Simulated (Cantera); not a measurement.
Input: 1 mol SiC, 0.026 mol Si, 1.5 mol H₂, equilibrated at 83.0 mbar.

Cantera equilibrium calculation (NASA polynomials, part measured and part estimated; ideal gas, pure solids and liquids). Candidate condensed phases: C, C₆H₆, C₇H₈, C₈H₁₈, Si, SiC; 87 gas species. Gases not in the tables: Si₂H₆ and higher silanes. Equilibrium is a limit: real reactors are often held back by kinetics, nucleation or transport.

Q: At 2698 K, list the 5 most abundant gas species with their mole fractions, and the condensed phases.

A: H₂ 0.678, H 0.161, Si 0.0830, SiC₂ 0.0364, Si₂C 0.0190. Condensed: C(graphite) + SiC(s).
